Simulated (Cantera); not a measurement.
A closed system holds: 1 mol Si, 8.9 mol HBr, a varied amount of N2, at 1373 K and 1330 Pa.

Equilibrium computed with Cantera from the NASA thermochemical tables; the gas is ideal and each condensed phase is pure. Candidate condensed phases: Br2, Si, Si3N4; 28 gas species. N2 is the only nitrogen source here; it is nearly inert below about 1500 K, so the nitride shown seldom forms there in practice. Equilibrium is a limit: real reactors are often held back by kinetics, nucleation or transport.

Q: Which condensed phases are stable at each of these points (n(N2) (mol)): 2.1, 2.9, 4.1, 5.8, 8.2, 12, 16, 23, 32, 45, 63?

A: 
| n(N2) (mol) | condensed phases | Si condensed (%) |
|---|---|---|
| 2.1 | gas only | 0.0 |
| 2.9 | Si3N4(s) | 1.0 |
| 4.1 | Si3N4(s) | 6.3 |
| 5.8 | Si3N4(s) | 11.3 |
| 8.2 | Si3N4(s) | 15.9 |
| 12 | Si3N4(s) | 20.5 |
| 16 | Si3N4(s) | 23.6 |
| 23 | Si3N4(s) | 27.3 |
| 32 | Si3N4(s) | 30.3 |
| 45 | Si3N4(s) | 33.1 |
| 63 | Si3N4(s) | 35.7 |

At 2.1 mol N2 nothing is condensed. From 2.9 mol N2 to 63 mol N2 the condensed part is Si3N4(s).
